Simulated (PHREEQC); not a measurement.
Make-up at 70 °C: 10 mmol/kgw HF and 0.071 mmol/kgw (CH3)4NF. Closed to the air; pH follows from the charge balance.

Equilibrium calculation in PHREEQC: ion-association model, phreeqc.dat.

Precipitation was switched off in this run.

Question: Order these F species by the share of F that they hold, largest first: F-, HF2-, HF.

Answer: HF (83 %), F- (16 %), HF2- (1.2 %)

The pH is 2.82 and the ionic strength 0.00166 mol/kgw. Species that the database lacks are ignored. (CH3)4N+ isn't in the database: it is added as a free cation with an ion size of 4 Å. Away from 25 °C the constants follow the database's enthalpies or fits; those with neither stay at their 25 °C values.
